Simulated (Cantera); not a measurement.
Cantera run:

```python
import numpy as np
import cantera as ct

gas_names = """
    O2 B2O3 CrO3 H2 H2O AL2O
""".split()
cond_names = """
    B(b) B(L) Li(cr) Li(L) Li2O(s) Li2O(L) Cr(cr) Cr(L) AL(cr) AL(L)
""".split()


# ... load() reads the species with a 1 bar reference pressure and builds the phases ...
species = {s.name: s for s in load("nasa_gas.yaml", gas_names) + load("nasa_condensed.yaml", cond_names)}
# Each term lists the table entries of one substance; the one whose range holds T is used.
reactions = {
    '1.333 B + O2(g) = 0.6667 B2O3(g)':
        [(-1.3333333333333333, ['B(b)', 'B(L)']), (-1, ['O2']), (0.6666666666666666, ['B2O3'])],
    '4 Li + O2(g) = 2 Li2O':
        [(-4, ['Li(cr)', 'Li(L)']), (-1, ['O2']), (2, ['Li2O(s)', 'Li2O(L)'])],
    '0.6667 Cr + O2(g) = 0.6667 CrO3(g)':
        [(-0.6666666666666666, ['Cr(cr)', 'Cr(L)']), (-1, ['O2']), (0.6666666666666666, ['CrO3'])],
    '2 H2(g) + O2(g) = 2 H2O(g)':
        [(-2, ['H2']), (-1, ['O2']), (2, ['H2O'])],
    '4 Al + O2(g) = 2 Al2O(g)':
        [(-4, ['AL(cr)', 'AL(L)']), (-1, ['O2']), (2, ['AL2O'])],
}


def pick(names, T):
    return next(species[n] for n in names if species[n].thermo.min_temp <= T <= species[n].thermo.max_temp)


results = []
for label, terms in reactions.items():
    print(label)
    print("     T/K   dH/kJ  dS/(J/K)   dG/kJ   log10 K")
    for T in [300, 1575, 1675, 1775, 1875, 1975, 2075]:
        used = [(nu, pick(names, T)) for nu, names in terms]
        dH = sum(nu * s.thermo.h(T) for nu, s in used) / 1e6
        dS = sum(nu * s.thermo.s(T) for nu, s in used) / 1e3
        dG = dH - T * dS / 1e3
        logK = -dG * 1e6 / (ct.gas_constant * T * np.log(10))
        results.append((label, T, dH, dS, dG, logK, [s.name for _, s in used]))
        print(f"{T:8g} {dH:8.1f} {dS:8.1f} {dG:8.1f} {logK:8.2f}")
```

Result:

```
1.333 B + O2(g) = 0.6667 B2O3(g)
     T/K   dH/kJ  dS/(J/K)   dG/kJ   log10 K
     300   -557.3    -23.7   -550.2    95.80
    1575   -562.3    -29.0   -516.6    17.13
    1675   -562.9    -29.4   -513.7    16.02
    1775   -563.5    -29.8   -510.7    15.03
    1875   -564.2    -30.1   -507.7    14.14
    1975   -564.9    -30.5   -504.7    13.35
    2075   -565.7    -30.9   -501.6    12.63
4 Li + O2(g) = 2 Li2O
     T/K   dH/kJ  dS/(J/K)   dG/kJ   log10 K
     300  -1197.4   -245.9  -1123.7   195.64
    1575  -1189.0   -261.6   -777.0    25.77
    1675  -1185.0   -259.1   -750.9    23.42
    1775  -1180.9   -256.8   -725.1    21.34
    1875  -1059.7   -191.0   -701.6    19.55
    1975  -1055.8   -189.0   -682.6    18.05
    2075  -1052.1   -187.1   -663.8    16.71
0.6667 Cr + O2(g) = 0.6667 CrO3(g)
     T/K   dH/kJ  dS/(J/K)   dG/kJ   log10 K
     300   -195.3    -43.5   -182.2    31.73
    1575   -201.5    -50.7   -121.6     4.03
    1675   -202.7    -51.4   -116.5     3.63
    1775   -204.0    -52.2   -111.3     3.28
    1875   -205.5    -53.0   -106.0     2.95
    1975   -207.2    -53.9   -100.7     2.66
    2075   -209.0    -54.8    -95.3     2.40
2 H2(g) + O2(g) = 2 H2O(g)
     T/K   dH/kJ  dS/(J/K)   dG/kJ   log10 K
     300   -483.7    -89.0   -457.0    79.57
    1575   -500.9   -114.8   -320.1    10.62
    1675   -501.4   -115.1   -308.6     9.62
    1775   -501.9   -115.4   -297.1     8.74
    1875   -502.3   -115.6   -285.5     7.95
    1975   -502.6   -115.8   -274.0     7.25
    2075   -502.9   -115.9   -262.4     6.61
4 Al + O2(g) = 2 Al2O(g)
     T/K   dH/kJ  dS/(J/K)   dG/kJ   log10 K
     300   -290.4    186.2   -346.3    60.29
    1575   -378.7     86.7   -515.2    17.09
    1675   -382.7     84.2   -523.7    16.33
    1775   -386.8     81.8   -532.0    15.66
    1875   -390.8     79.6   -540.1    15.05
    1975   -394.9     77.5   -547.9    14.49
    2075   -399.0     75.4   -555.6    13.99
```

Source: NASA polynomial tables (part measured, part estimated), evaluated in Cantera. Condensed species are held in their standard states even where they would react or evaporate.
